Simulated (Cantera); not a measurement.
A Cantera script and what it prints.

```python
import numpy as np
import cantera as ct

gas_names = """
    C CH CH2 CH3 CH2OH CH3O CH4 CH3OH CN CO CO2 COOH C2 C2H CHCO,ketyl C2H2,acetylene C2H2,vinylidene
    CH2CO,ketene C2H3,vinyl CH3CN CH3CO,acetyl C2H4 C2H4O,ethylen CH3CHO,ethanal CH3COOH (HCOOH)2 C2H5
    C2H6 CH3OCH3 C2H5OH CCN CNC C2N2 C2O C3 C3H3,propargyl C3H4,allene C3H4,propyne C3H4,cyclo-
    C3H5,allyl C3H6,propylene C3H6,cyclo- C3H6O C3H7,n-propyl C3H7,i-propyl C3H8 C3H8O,1propanol
    C3H8O,2propanol C3O2 C4 C4H2 C4H4,1,3-cyclo- C4H6,butadiene C4H6,2-butyne C4H6,cyclo- C4H8,1-butene
    C4H8,cis2-buten C4H8,tr2-butene C4H8,isobutene C4H8,cyclo- (CH3COOH)2 C4H9,n-butyl C4H9,i-butyl
    C4H9,s-butyl C4H9,t-butyl C4H10,isobutane C4H10,n-butane C4N2 C5 C5H6,1,3cyclo- C5H8,cyclo-
    C5H10,1-pentene C5H10,cyclo- C5H11,pentyl C5H11,t-pentyl C5H12,n-pentane C5H12,i-pentane
    CH3C(CH3)2CH3 C6H2 C6H5,phenyl C6H5O,phenoxy C6H6 C6H5OH,phenol C6H10,cyclo- C6H12,1-hexene
    C6H12,cyclo- C6H13,n-hexyl C7H7,benzyl C7H8 C7H8O,cresol C7H14,1-heptene C7H15,n-heptyl
    C7H16,n-heptane C8H8,styrene C8H10,ethylbenz C8H16,1-octene C8H17,n-octyl C8H18,isooctane
    C8H18,n-octane C9H19,n-nonyl C10H8,naphthale C10H21,n-decyl C12H9,o-bipheny C12H10,bipheny H HCN HCO
    HCCN HNC HNCO HNO HNO2 HNO3 HO2 H2 HCHO,formaldehy HCOOH H2O H2O2 N NCO NH NH2 NH3 NH2OH NO NO2 NO3
    N2 N2H2 N2H4 N2O O OH O2 O3
""".split()
cond_names = """
    C(gr) C6H6(L) C7H8(L) C8H18(L),n-octa H2O(s) H2O(L)
""".split()


def load(file, names, dense=False):
    # The tables refer to 1 bar. Condensed volumes are neglected.
    table = {s.name: s for s in ct.Species.list_from_file(file)}
    out = []
    for n in names:
        d = dict(table[n].input_data)
        d["thermo"] = dict(d["thermo"], **{"reference-pressure": 1e5})
        if dense:
            d["equation-of-state"] = {"model": "constant-volume", "density": "1e6 g/cm^3"}
        out.append(ct.Species.from_dict(d))
    return out


gas = ct.Solution(thermo="ideal-gas", species=load("nasa_gas.yaml", gas_names))
cond = {s.name: ct.Solution(thermo="fixed-stoichiometry", species=[s], name=s.name)
        for s in load("nasa_condensed.yaml", cond_names, dense=True)}
atoms = {
    'C6H6': {'C': 6, 'H': 6},
    'H2O': {'H': 2, 'O': 1},
    'N2': {'N': 2},
}
top_T = {'C(gr)': 4500}  # K; cautious upper limits of use, not melting points


def equilibrate(T, P, feed):
    n = {}
    for name, mol in feed.items():
        for a, k in atoms[name].items():
            n[a] = n.get(a, 0.0) + k * mol
    gas.TPX = T, P, n
    mass = sum(n.values()) * gas.mean_molecular_weight
    gas.equilibrate("TP")
    valid = [c for c in cond.values() if c.min_temp <= T <= top_T.get(c.name, c.max_temp)]
    mix = ct.Mixture([(gas, mass / gas.mean_molecular_weight)] + [(c, 0.0) for c in valid])
    mix.T, mix.P = T, P
    mix.equilibrate("TP", solver="vcs", rtol=1e-11, max_steps=5000)
    return mix


results = []
feed = {'C6H6': 1, 'H2O': 1.2, 'N2': 1}  # mol
T = 2773  # K
P = 4300  # Pa
mix = equilibrate(T, P, feed)
results.append((T, P, feed, dict(zip(mix.species_names, mix.species_moles))))
print(gas.report(threshold=1e-06))
for i in range(1, mix.n_phases):
    print(f"{mix.phase(i).name:16s} {mix.phase_moles(i):12.5e} mol")
```

It prints:

```
       temperature   2773 K
          pressure   4300 Pa
           density   0.0019472 kg/m^3
  mean mol. weight   10.44 kg/kmol
   phase of matter   gas

                          1 kg             1 kmol
                     ---------------   ---------------
          enthalpy        1.1557e+07        1.2066e+08  J
   internal energy        9.3483e+06        9.7601e+07  J
           entropy             24391        2.5465e+05  J/K
    Gibbs function       -5.6079e+07       -5.8549e+08  J
 heat capacity c_p            3302.6             34481  J/K
 heat capacity c_v            2506.2             26166  J/K

                      mass frac. Y      mole frac. X     chem. pot. / RT
                     ---------------   ---------------   ---------------
                 C        0.00013083        0.00011373            -3.508
                CH        1.2979e-05        1.0408e-05           -15.789
               CH2        1.2097e-05        9.0041e-06            -28.07
               CH3        1.0663e-05        7.4044e-06           -40.351
                CN         0.0033026         0.0013253           -20.188
                CO           0.44303           0.16513           -38.606
                C2        0.00011733        5.0992e-05           -7.0161
               C2H          0.002069          0.000863           -19.297
    C2H2,acetylene          0.032629          0.013083           -31.578
   C2H2,vinylidene        5.8252e-05        2.3358e-05           -31.578
               CNC        5.2407e-06        1.4388e-06           -23.696
              C2N2        0.00020272        4.0674e-05           -40.376
                C3          0.001812        0.00052501           -10.524
              C4H2        0.00079486        0.00016577           -38.594
                C5        2.6267e-05        4.5664e-06            -17.54
              C6H2        1.5739e-05        2.2181e-06            -45.61
                 H          0.022686           0.23497           -12.281
               HCN          0.076843          0.029685           -32.469
               HNC          0.011935         0.0046107           -32.469
                H2          0.082954            0.4296           -24.562
                 N        6.4053e-06        4.7743e-06            -16.68
                N2           0.32133           0.11976            -33.36
     [ +114 minor]        1.3952e-05        4.2559e-06

C(gr)             4.31915e+00 mol
```

Equilibrium computed with Cantera from the NASA thermochemical tables; the gas is ideal and each condensed phase is pure.
